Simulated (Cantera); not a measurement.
A closed system holds: 1 mol Si3N4, 0.01 mol N2O, 2.1 mol H2, at 13.3 mbar.

Cantera equilibrium calculation (NASA polynomials, part measured and part estimated; ideal gas, pure solids and liquids). Candidate condensed phases: H2O, Si, SiO2, Si2N2O, Si3N4; 35 gas species. Mutual solubility and eutectic melting of coexisting phases are not modelled. Gases not in the tables: Si2H6 and higher silanes. Equilibrium is a limit: real reactors are often held back by kinetics, nucleation or transport.

Q: Which condensed phases are stable at each of these points (T (K)): 1473, 1523, 1573, 1623, 1673, 1723, 1773?

A: 
```
T (K)              condensed phases  Si condensed (%)
-----  ----------------------------  ----------------
1473           Si2N2O(s) + Si3N4(s)             100.0
1523           Si2N2O(s) + Si3N4(s)             100.0
1573   Si(s) + Si2N2O(s) + Si3N4(s)             100.0
1623   Si(s) + Si2N2O(s) + Si3N4(s)              99.9
1673   Si(s) + Si2N2O(s) + Si3N4(s)              99.8
1723               Si(l) + Si3N4(s)              99.7
1773               Si(l) + Si3N4(s)              99.6
```

From 1473 K to 1523 K the condensed part is Si2N2O(s) + Si3N4(s). From 1573 K to 1673 K the condensed part is Si(s) + Si2N2O(s) + Si3N4(s). From 1723 K to 1773 K the condensed part is Si(l) + Si3N4(s).
